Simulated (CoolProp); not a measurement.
Vapour-liquid equilibrium of benzene (1) + n-heptane (2) at 387 K; x and y are mole fractions of (1).

The numbers come from the multi-fluid Helmholtz-energy mixture model, Thol 2012 and Span 2003; pair parameters Bell 2016 in CoolProp.

```
x     bubble pressure (kPa)  y at the bubble point  dew pressure at overall composition x (kPa)  liquid density (mol/L)
----  ---------------------  ---------------------  -------------------------------------------  ----------------------
0.05             (withheld)                  0.093                                        160.5                   6.103
0.2              (withheld)                  0.322                                        174.7                   6.502
0.35                  208.7                  0.492                                   (withheld)                   6.955
0.5                   225.9                  0.624                                        209.7                   7.472
0.65                  239.6                  0.735                                        229.3                   8.072
0.8                   249.9                  0.840                                        246.4                   8.773
0.95             (withheld)             (withheld)                                        256.6              (withheld)
```

Problem. Fill in the missing entries.

Solution. 
- 0.05, bubble pressure (kPa): 164.4
- 0.2, bubble pressure (kPa): 187.9
- 0.35, dew pressure at overall composition x (kPa): 191.1
- 0.95, bubble pressure (kPa): 256.8
- 0.95, y at the bubble point: 0.956
- 0.95, liquid density (mol/L): 9.603

No azeotrope shows between x = 0.05 and 0.95.

Pair parameters are fitted to limited data, so mixtures are less certain than the pure fluids.
